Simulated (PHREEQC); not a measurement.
0.79 g of hydrous ferric oxide (600 m²/g; 0.2 weak and 0.005 strong sites per Fe, Dzombak-Morel constants, diffuse double layer) in 1 kg of water with 0.3 mol/kgw of an inert sodium salt and 0.00051 mol Na2SO4, at 25 °C; the pH is set by adding NaOH or the inert anion's acid. O2 is buffered at 0.21 atm. CO2 from the air is kept out. No solid was allowed to form.

The numbers come from PHREEQC with the ion-association model, wateq4f.dat.

```json
[
 {"pH": "3", "S sorbed (%)": "68.0", "surface charge σ (C/m²)": "0.228", "surface potential ψ (mV)": "101"},
 {"pH": "3.67", "S sorbed (%)": "67.6", "surface charge σ (C/m²)": "0.225", "surface potential ψ (mV)": "101"},
 {"pH": "4.33", "S sorbed (%)": "64.9", "surface charge σ (C/m²)": "0.215", "surface potential ψ (mV)": "99"},
 {"pH": "5", "S sorbed (%)": "56.2", "surface charge σ (C/m²)": "___", "surface potential ψ (mV)": "92"},
 {"pH": "5.67", "S sorbed (%)": "39.0", "surface charge σ (C/m²)": "0.148", "surface potential ψ (mV)": "81"},
 {"pH": "6.33", "S sorbed (%)": "18.7", "surface charge σ (C/m²)": "0.105", "surface potential ψ (mV)": "65"},
 {"pH": "7", "S sorbed (%)": "4.9", "surface charge σ (C/m²)": "0.063", "surface potential ψ (mV)": "44"},
 {"pH": "7.67", "S sorbed (%)": "0.7", "surface charge σ (C/m²)": "0.024", "surface potential ψ (mV)": "19"},
 {"pH": "8.33", "S sorbed (%)": "0.1", "surface charge σ (C/m²)": "___", "surface potential ψ (mV)": "___"},
 {"pH": "9", "S sorbed (%)": "0.0", "surface charge σ (C/m²)": "___", "surface potential ψ (mV)": "-38"},
 {"pH": "9.67", "S sorbed (%)": "0.0", "surface charge σ (C/m²)": "-0.102", "surface potential ψ (mV)": "-64"},
 {"pH": "10.33", "S sorbed (%)": "0.0", "surface charge σ (C/m²)": "-0.166", "surface potential ψ (mV)": "-86"},
 {"pH": "11", "S sorbed (%)": "0.0", "surface charge σ (C/m²)": "-0.244", "surface potential ψ (mV)": "-105"}
]
```

Question: Fill in the missing entries.

Answer: 
- 5, surface charge σ (C/m²): 0.189
- 8.33, surface charge σ (C/m²): -0.012
- 8.33, surface potential ψ (mV): -9
- 9, surface charge σ (C/m²): -0.051

The oxide is taken as insoluble; below pH 4 it would dissolve.
